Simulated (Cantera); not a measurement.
An adiabatic, constant-volume homogeneous reactor starts with CH4 : C2H6 : O2 : N2 = 1 : 0.056 : 0.915 : 5.58 (molar parts), at 1773 K and 0.987 atm. Integrator tolerance rtol = 1e-08.

Detailed kinetics in Cantera: GRI-Mech 3.0 (53 species, 325 reactions).

What does this change do: initial temperature 1773 to 1075 K?


| quantity | before | after |
|---|---|---|
| time of steepest temperature rise | 86.9 µs | 0.108 s |
| temperature at 0.400 s | 2589 K | 1993 K |
| equilibrium temperature | 2589 K | 1993 K |
| x(CH4) at 0.400 s | 5.01e-11 (gas-phase equilibrium 5.58e-11) | 2.17e-9 (gas-phase equilibrium 2.07e-9) |
| x(C2H6) at 0.400 s | <1e-12 (gas-phase equilibrium <1e-12) | <1e-12 (gas-phase equilibrium <1e-12) |
| x(O2) at 0.400 s | 8.91e-6 (gas-phase equilibrium 8.91e-6) | 5.79e-9 (gas-phase equilibrium 5.80e-9) |
| x(OH) at 0.400 s | 0.00113 (gas-phase equilibrium 0.00113) | 1.77e-5 (gas-phase equilibrium 1.77e-5) |
| x(HCN) at 0.400 s | 3.13e-7 (gas-phase equilibrium 3.13e-7) | 4.15e-6 (gas-phase equilibrium 4.49e-7) |
| x(HO2) at 0.400 s | 9.10e-9 (gas-phase equilibrium 9.10e-9) | 6.03e-12 (gas-phase equilibrium 6.03e-12) |

What does this change do: pressure from 0.987 atm to 19.7 atm?


```json
[
 {"quantity": "time of steepest temperature rise", "before": "86.9 µs", "after": "11.0 µs"},
 {"quantity": "temperature at 0.400 s", "before": "2589 K", "after": "2658 K"},
 {"quantity": "equilibrium temperature", "before": "2589 K", "after": "2658 K"},
 {"quantity": "x(CH4) at 0.400 s", "before": "5.01e-11 (gas-phase equilibrium 5.58e-11)", "after": "1.72e-8 (gas-phase equilibrium 1.92e-8)"},
 {"quantity": "x(C2H6) at 0.400 s", "before": "<1e-12 (gas-phase equilibrium <1e-12)", "after": "<1e-12 (gas-phase equilibrium <1e-12)"},
 {"quantity": "x(O2) at 0.400 s", "before": "8.91e-6 (gas-phase equilibrium 8.91e-6)", "after": "7.92e-7 (gas-phase equilibrium 7.92e-7)"},
 {"quantity": "x(OH) at 0.400 s", "before": "0.00113 (gas-phase equilibrium 0.00113)", "after": "0.000356 (gas-phase equilibrium 0.000356)"},
 {"quantity": "x(HCN) at 0.400 s", "before": "3.13e-7 (gas-phase equilibrium 3.13e-7)", "after": "6.52e-6 (gas-phase equilibrium 6.52e-6)"},
 {"quantity": "x(HO2) at 0.400 s", "before": "9.10e-9 (gas-phase equilibrium 9.10e-9)", "after": "3.74e-9 (gas-phase equilibrium 3.74e-9)"}
]
```
The pressure lies above the range GRI-Mech 3.0 was tuned for (to about 10 atm).
